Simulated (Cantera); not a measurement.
**NO annealing gas**

An isothermal, constant-pressure homogeneous reactor starts with NO : N₂ = 1 : 6.6 (molar parts), at 1998 K and 100000 Pa.

Cantera simulation using GRI-Mech 3.0 (53 species, 325 reactions); the numbers are that mechanism's predictions, not measurements.

```
t (s)        x NO    x N₂O   x N₂      x O₂       x O
--------  -------  -------  -----  --------  --------
1.00e-6     0.132  1.98e-8  0.868  1.95e-12   1.97e-8
5.68e-6     0.132  1.12e-7  0.868  6.24e-11   1.10e-7
3.23e-5     0.132  6.17e-7  0.868   1.90e-9   5.72e-7
0.000184    0.132  2.96e-6  0.868   5.91e-8   2.88e-6
0.00104     0.132  7.69e-6  0.868   3.65e-6   1.78e-5
0.00593     0.131  8.33e-6  0.869  0.000115   3.38e-5
0.0337      0.130  8.14e-6  0.869  0.000845   3.82e-5
0.192       0.121  7.08e-6  0.874   0.00508   5.72e-5
1.09       0.0789  3.06e-6  0.895    0.0263  0.000111
6.19       0.0109  3.17e-7  0.929    0.0603  0.000163
35.2      0.00457  2.79e-7  0.932    0.0634  0.000167
200       0.00457  2.79e-7  0.932    0.0634  0.000167
```
x: mole fraction; the columns are a selection and need not sum to one.

Equilibrium at this temperature and pressure: NO 0.00457, N₂O 2.79e-7, N₂ 0.932, O₂ 0.0634, O 0.000167 (gas phase only).
